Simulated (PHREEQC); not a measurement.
Dissolve 0.1 mol MnSO4, 9e-05 mol CaCl2, 0.0017 mol NaHCO3 and 0.0029 mol Na2SO4 per kg of water at 25 °C. Closed to the air; pH follows from the charge balance.

Equilibrium calculation in PHREEQC: ion-association model, wateq4f.dat.

```csv
quantity,before,after
pH,6.77,7.07
ionic strength (mol/kgw),0.226,0.0299
SO4-2 (mol/kgw),0.0569,0.00751
Na+ (mol/kgw),0.00695,0.000735
HCO3- (mol/kgw),0.000556,0.000102
NaSO4- (mol/kgw),0.000553,1.46e-5
SI of Nahcolite (NaHCO3),-5.13,-6.71
SI of Mirabilite (Na2SO4:10H2O),-5.28,-7.69
```

Problem. What was changed between the two runs?
A. MnSO4 from 0.1 to 0.01 mol/kgw
B. CaCl2 replaced by CsCl at the same molality
C. 0.0023 mol/kgw HNO3 added
D. Na2SO4 from 0.0029 to 0.00319 mol/kgw
E. diluted 10-fold with water

Solution. E, diluted 10-fold with water

No solid was allowed to form. Some of these states are supersaturated (in Rhodochrosite, for instance).
